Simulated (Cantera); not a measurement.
Input: 1 mol Ta, 0.68 mol CH4, 6.3 mol CO2, held at 1 atm.

Method: chemical equilibrium by Gibbs-energy minimisation in Cantera with the NASA 1993 tables (ideal gas, pure condensed phases). Candidate condensed phases: C, C6H6, C7H8, C8H18, H2O, Ta, TaC, Ta2O5; 113 gas species. Rates play no part.

Q: Which condensed phases are stable at each of these points (T (K)): 1175, 1275, 1375, 1475, 1575, 1675, 1775, 1875, 1975, 2075, 2175, 2275, 2375, 2475?

A: 
```
T (K)  condensed phases  Ta condensed (%)
-----  ----------------  ----------------
1175           Ta2O5(s)             100.0
1275           Ta2O5(s)             100.0
1375           Ta2O5(s)             100.0
1475           Ta2O5(s)             100.0
1575           Ta2O5(s)             100.0
1675           Ta2O5(s)             100.0
1775           Ta2O5(s)             100.0
1875           Ta2O5(s)             100.0
1975           Ta2O5(s)             100.0
2075           Ta2O5(l)             100.0
2175           Ta2O5(l)             100.0
2275           Ta2O5(l)             100.0
2375           Ta2O5(l)             100.0
2475           Ta2O5(l)             100.0
```

From 1175 K to 1975 K the condensed part is Ta2O5(s). From 2075 K to 2475 K the condensed part is Ta2O5(l).
